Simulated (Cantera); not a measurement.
# Tantalum, niobium, vanadium and zirconium in process gases: Ta(OEt)5 + CH4 + H2

Feed: 1 mol Ta(OEt)5, 0.11 mol CH4, 30 mol H2, at 0.110 Pa.

These are equilibrium values from Cantera (NASA tables, ideal gas, pure condensed phases), not measurements of a reactor. Candidate condensed phases: C, C6H6, C7H8, C8H18, H2O, Ta, TaC, Ta2O5; 113 gas species. The feed counts by its element totals alone. TaC: taken at fixed stoichiometry. Condensed phases not in the tables: Ta2C. Rates play no part.

From 1350 °C to 1950 °C the condensed part is C(graphite) + TaC(s).

```tsv
T (°C)	x H	x H2	x CO	x C3	x C	x C2	x C2H2 (acetylene)	n C(graphite)	n TaC(s)
1350	0.0603	0.838	0.102	2.55e-10	1.23e-9	2.07e-11	2.92e-5	4.11	1.00
1400	0.0973	0.803	0.0997	1.59e-9	6.03e-9	1.29e-10	4.58e-5	4.11	1.00
1450	0.151	0.752	0.0969	8.89e-9	2.70e-8	7.27e-10	6.81e-5	4.10	1.00
1500	0.224	0.683	0.0930	4.50e-8	1.11e-7	3.70e-9	9.56e-5	4.10	1.00
1550	0.318	0.594	0.0881	2.08e-7	4.21e-7	1.72e-8	0.000125	4.10	1.00
1600	0.430	0.488	0.0823	8.87e-7	1.49e-6	7.38e-8	0.000152	4.09	1.00
1650	0.550	0.374	0.0760	3.50e-6	4.93e-6	2.93e-7	0.000169	4.09	1.00
1700	0.664	0.266	0.0700	1.28e-5	1.53e-5	1.08e-6	0.000170	4.08	1.00
1750	0.759	0.176	0.0650	4.41e-5	4.52e-5	3.74e-6	0.000157	4.07	1.00
1800	0.829	0.109	0.0613	0.000143	0.000126	1.22e-5	0.000134	4.04	1.00
1850	0.875	0.0654	0.0589	0.000436	0.000336	3.75e-5	0.000108	3.94	1.00
1900	0.902	0.0384	0.0573	0.00126	0.000854	0.000110	8.48e-5	3.66	1.00
1950	0.915	0.0225	0.0562	0.00348	0.00208	0.000305	6.52e-5	2.91	1.00
```
x: gas mole fraction; n: condensed amount in mol.
